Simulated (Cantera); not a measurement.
A freely propagating, adiabatic, planar premixed flame of 40.3 % H₂, 9.59 % O₂, 36.0 % N₂, 14.1 % H₂O, equivalence ratio 2.1, unburnt at 698 K and 0.133 bar; multicomponent transport, grid criteria slope 0.08 and curve 0.16, no radiation.

Cantera simulation using the H2/O2 subset of GRI-Mech 3.0, which has no nitrogen chemistry; the numbers are that mechanism's predictions, not measurements. Burning velocities carry a grid error of a few per cent, more on coarse grids.

x: mole fraction of selected species; z is measured from the peak of heat release.

| z (mm) | T (K) | u (m/s) | x H₂ | x O₂ | x H₂O | x H | x O | x HO₂ |
|---|---|---|---|---|---|---|---|---|
| -19.3 | 698 | 8.02 | 0.403 | 0.0959 | 0.141 | <1e-8 | <1e-8 | <1e-8 |
| -12.9 | 698 | 8.02 | 0.403 | 0.0959 | 0.141 | <1e-8 | <1e-8 | <1e-8 |
| -9.64 | 698 | 8.02 | 0.403 | 0.0959 | 0.141 | <1e-8 | <1e-8 | <1e-8 |
| -6.43 | 698 | 8.02 | 0.403 | 0.0959 | 0.141 | 7.36e-7 | 1.07e-8 | 9.88e-7 |
| -3.21 | 707 | 8.12 | 0.401 | 0.0956 | 0.142 | 0.000520 | … | 4.99e-5 |
| -1.61 | 808 | 9.22 | 0.384 | 0.0911 | 0.153 | 0.00919 | … | 3.69e-5 |
| 0 | 1110 | 12.4 | 0.273 | 0.0528 | 0.235 | 0.0641 | … | 1.36e-5 |
| 1.61 | 1319 | 14.6 | 0.183 | 0.00796 | 0.325 | 0.102 | … | 1.81e-6 |
| 3.21 | 1402 | 15.4 | 0.177 | 0.00220 | 0.338 | 0.0990 | … | 4.65e-7 |
| 6.43 | 1493 | 16.3 | 0.184 | 0.00157 | 0.342 | 0.0864 | … | 3.03e-7 |
| 12.9 | 1598 | 17.3 | 0.193 | 0.00124 | 0.345 | 0.0712 | … | 2.20e-7 |
| 25.7 | 1707 | 18.3 | 0.202 | 0.000858 | 0.349 | 0.0554 | … | 1.47e-7 |
| 51.4 | 1810 | 19.2 | 0.210 | 0.000511 | 0.354 | 0.0405 | … | 8.95e-8 |

What belongs in the gaps?


- -3.21, x O: 1.09e-5
- -1.61, x O: 0.000250
- 0, x O: 0.00309
- 1.61, x O: 0.00272
- 3.21, x O: 0.00202
- 6.43, x O: 0.00182
- 12.9, x O: 0.00151
- 25.7, x O: 0.00110
- 51.4, x O: 0.000684
